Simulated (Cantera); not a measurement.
Standard-state values (1 bar) from the NASA 1993 polynomials, evaluated with Cantera. Values are per mole of reaction as written; species without (g) are pure solids or liquids, kept so even where they would boil at 1 bar.

Task: Between 1823 and 2623 K, where is each reaction favourable under standard conditions?
- 2 CrO₃(g) + 3 H₂O(g) ⇌ Cr₂O₃ + 6 OH(g)

Result: 
- 2 CrO₃(g) + 3 H₂O(g) ⇌ Cr₂O₃ + 6 OH(g): ΔG° is 174 kJ at 1823 K and 41 kJ at 2623 K; it stays positive (K < 1). ΔH° is 618 kJ and ΔS° 220 J/K at 2623 K.
